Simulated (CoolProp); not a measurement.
Tetrahydrofuran along the isotherm 398.9 K: density (kg/m³) from the reference equation and from simpler models built on Tc = 540.2 K, pc = 5.304 MPa, ω = 0.234; each cubic takes its own stable root.

The numbers come from the reference Helmholtz-energy equation of state, Fiedler 2023 in CoolProp.

| p (MPa) | phase | reference |
|---|---|---|
| 6.63 | liquid | 773.6 |
| 13.3 | liquid | 784.7 |
| 19.9 | liquid | 794.4 |
| 26.5 | liquid | 803.2 |
| 33.2 | liquid | 811.3 |
| 39.8 | liquid | 818.7 |
| 46.4 | liquid | 825.6 |
| 53 | liquid | 832.1 |

Q: How far does each simpler model (van der Waals, Soave-Redlich-Kwong, Peng-Robinson) lie from the reference over these 8 states: mean and median of the absolute difference, and the worst?

A: 
- van der Waals: mean 33.6 %, median 33.1 %, worst -36.5 % at 398.9 K and 6.63 MPa
- Soave-Redlich-Kwong: mean 5.5 %, median 5.3 %, worst -7.0 % at 398.9 K and 6.63 MPa
- Peng-Robinson: mean 6.1 %, median 6.3 %, worst +6.6 % at 398.9 K and 53 MPa
